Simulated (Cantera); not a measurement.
A closed system holds: 1 mol SiH4, 1.3 mol H2, at 0.0133 bar.

Equilibrium computed with Cantera from the NASA thermochemical tables; the gas is ideal and each condensed phase is pure. Candidate condensed phases: Si; 9 gas species. Gases not in the tables: Si2H6 and higher silanes. Equilibrium is a limit: real reactors are often held back by kinetics, nucleation or transport.

**Question.** Which condensed phases are stable at each of these points (T (°C)): 1150, 1225, 1300, 1375, 1450, 1525, 1600, 1675, 1750, 1825, 1900, 1975?

**Answer.** 
```tsv
T (°C)	condensed phases	Si condensed (%)
1150	Si(s)	100.0
1225	Si(s)	100.0
1300	Si(s)	100.0
1375	Si(s)	100.0
1450	Si(l)	100.0
1525	Si(l)	99.9
1600	Si(l)	99.7
1675	Si(l)	99.3
1750	Si(l)	98.4
1825	Si(l)	96.3
1900	Si(l)	91.9
1975	Si(l)	82.9
```

From 1150 °C to 1375 °C the condensed part is Si(s). From 1450 °C to 1975 °C the condensed part is Si(l).
